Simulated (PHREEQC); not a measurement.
Synthetic water in mg/L, 20 °C, pH 3.84, pe 12.9:

```json
[
 {"constituent": "Na", "mg/L": "151"},
 {"constituent": "K", "mg/L": "2.85"},
 {"constituent": "Ca", "mg/L": "58.1"},
 {"constituent": "Mg", "mg/L": "11.8"},
 {"constituent": "Cl", "mg/L": "138"},
 {"constituent": "S(6) as SO4", "mg/L": "337"},
 {"constituent": "Zn", "mg/L": "6.36"}
]
```

Valence states are taken as typed.

Equilibrium calculation in PHREEQC: ion-association model, phreeqc.dat.

Problem. The ionic strength comes out as 0.0148 mol/kgw. What activity coefficients do H+, Cl-, Mg+2, Ca+2, HSO4- get?

Solution. H+ 0.90, Cl- 0.88, Mg+2 0.63, Ca+2 0.63, HSO4- 0.89.

This is a speciation only: nothing precipitates in the calculation. Complexes and solids missing from the database can't appear.
